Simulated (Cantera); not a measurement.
Charge: 1 mol Fe2O3, 88 mol H2, held at 3.90 bar.

Equilibrium computed with Cantera from the NASA thermochemical tables; the gas is ideal and each condensed phase is pure. Candidate condensed phases: Fe, FeO, Fe(OH)2, Fe(OH)3, Fe2O3, Fe3O4, H2O; 12 gas species. Rates play no part.

log p: log10 of the partial pressure in bar; n: condensed amount in mol.

```
T (K)  log p H2  log p H2O  log p H  log p Fe  n Fe(α)  n Fe(γ)
-----  --------  ---------  -------  --------  -------  -------
1100       0.58      -0.88    -7.30      <-11     2.00        0
1150       0.58      -0.88    -6.84    -11.07     2.00        0
1200       0.58      -0.88      ___       ___        0     2.00
1250       0.58      -0.88      ___       ___        0     2.00
1300       0.58      -0.88    -5.67     -8.96        0     2.00
1350       0.58      -0.88    -5.33     -8.37        0     2.00
1400       0.58      -0.88    -5.03     -7.81        0     2.00
1450       0.58      -0.88    -4.74     -7.30        0     2.00
1500       0.58      -0.88    -4.47     -6.82        0     2.00
1550       0.58      -0.88    -4.21     -6.38        0     2.00
1600       0.58      -0.88    -3.98     -5.96        0     2.00
1650       0.58      -0.88    -3.75     -5.57        0     2.00
```

Q: Some entries are withheld; supply them.

A: 
- 1200, log p H: -6.42
- 1200, log p Fe: -10.30
- 1250, log p H: -6.03
- 1250, log p Fe: -9.61
